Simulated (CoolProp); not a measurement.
Dry air along the isotherm 116 K: density (kg/m³) from the reference equation and from simpler models built on Tc = 132.5 K, pc = 3786 kPa, ω = 0.034; each cubic takes its own stable root.

Model: reference Helmholtz-energy equation of state, Lemmon 2000, in CoolProp. It is a pseudo-pure fit of the blend.

```
p (kPa)  phase  reference  van der Waals  Redlich-Kwong  Soave-Redlich-Kwong  Peng-Robinson
-------  -----  ---------  -------------  -------------  -------------------  -------------
210        gas      6.491          6.456          6.490                6.490          6.506
421        gas      13.42          13.27          13.42                13.42          13.49
631        gas      20.82          20.43          20.79                20.80          20.96
841        gas      28.80          28.04          28.75                28.75          29.06
1050       gas      37.50          36.14          37.37                37.38          37.90
```
